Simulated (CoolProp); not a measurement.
Properties of CH2F2 (R32) along the isotherm 161.85 °C (Tc = 78.1 °C, pc = 5.783 MPa, ω = 0.277).

Model: reference Helmholtz-energy equation of state, Tillner-Roth 1997, in CoolProp.

| p (MPa) | phase | density (kg/m³) | viscosity (µPa s) | Prandtl number |
|---|---|---|---|---|
| 0.0457 | gas | 0.6583 | 19.2 | 0.756 |
| 0.0671 | gas | 0.9672 | 19.2 | 0.756 |
| 0.0985 | gas | 1.421 | 19.2 | 0.755 |
| 0.145 | gas | 2.095 | 19.2 | 0.755 |
| 0.212 | gas | 3.069 | 19.2 | 0.754 |
| 0.311 | gas | 4.517 | 19.2 | 0.754 |
| 0.457 | gas | 6.667 | 19.2 | 0.753 |
| 0.671 | gas | 9.856 | 19.2 | 0.751 |
| 0.985 | gas | 14.61 | 19.2 | 0.750 |
| 1.45 | gas | 21.84 | 19.3 | 0.750 |
| 2.12 | gas | 32.65 | 19.3 | 0.751 |
| 3.11 | gas | 49.58 | 19.5 | 0.759 |
| 4.57 | gas | 76.86 | 19.8 | 0.783 |
| 6.71 | supercritical | 122.9 | 20.6 | 0.841 |
| 9.85 | supercritical | 206.2 | 23.0 | 0.974 |
| 14.5 | supercritical | 358.4 | 30.5 | 1.22 |

Viscosity comes from a separate model (Bell 2016), an estimate that may be off by 10 % or more. Thermal conductivity comes from a separate model (Huber 2003), an estimate that may be off by 10 % or more.
